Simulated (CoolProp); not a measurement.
Vapour-liquid equilibrium of methanol (1) + ethanol (2) at 158.55 °C; x and y are mole fractions of (1).

Model: multi-fluid Helmholtz-energy mixture model, de Reuck 1993 and Schroeder 2014; pair parameters Bell 2016, in CoolProp.

| x | bubble pressure (bar) | y at the bubble point | dew pressure at overall composition x (bar) | liquid density (mol/L) |
|---|---|---|---|---|
| 0.05 | 12.39 | 0.065 | 12.33 | 14.02 |
| 0.2 | 13.08 | 0.244 | 12.90 | 14.72 |
| 0.35 | 13.74 | 0.408 | 13.50 | 15.48 |
| 0.5 | 14.42 | 0.561 | 14.14 | 16.32 |
| 0.65 | 15.13 | 0.705 | 14.85 | 17.24 |
| 0.8 | 15.90 | 0.839 | 15.66 | 18.24 |
| 0.95 | 16.73 | 0.962 | 16.64 | 19.35 |

No azeotrope shows between x = 0.05 and 0.95.

The pair parameters rest on a limited set of measurements; away from them the model extrapolates.
